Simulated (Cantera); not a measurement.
Feed: 1 mol Cu2O, 260 mol H2, 0.19 mol H2O, at 1500 K and 1.33 mbar.

Equilibrium computed with Cantera from the NASA thermochemical tables; the gas is ideal and each condensed phase is pure. Candidate condensed phases: Cu, CuO, Cu(OH)2, Cu2O, H2O; 12 gas species. Equilibrium is a limit: real reactors are often held back by kinetics, nucleation or transport.

Base state: H2 0.989, Cu 0.00617, H2O 0.00454, H 0.000479 (mole fractions); condensed: Cu(l).

Problem. What changes in the equilibrium state with this change: temperature from 1500 K to 1375 K?

Solution. 
```
species       before     after
----------  --------  --------
H2             0.989     0.995
H2O          0.00454   0.00457
Cu           0.00617  0.000617
H           0.000479   9.36e-5
Cu(l), mol     0.383      1.84
```
